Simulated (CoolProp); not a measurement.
A Linde-Hampson liquefier for ethylene: isothermal reversible compression at 320 K from 1 atm to 5 MPa, throttling to 1 atm, return gas leaving the recuperator 2 K below the feed. Each further row changes one setting.

The numbers come from the reference Helmholtz-energy equation of state, Smukala 2000 in CoolProp.

| case | liquid yield per pass | compression work (kJ/kg of gas) |
|---|---|---|
| as stated | 0.117 | 347 |
| high pressure 10 MPa | 0.317 | 386 |
| warm-end temperature 350 K | 0.083 | 387 |
| warm-end gap 7 K | 0.106 | 347 |
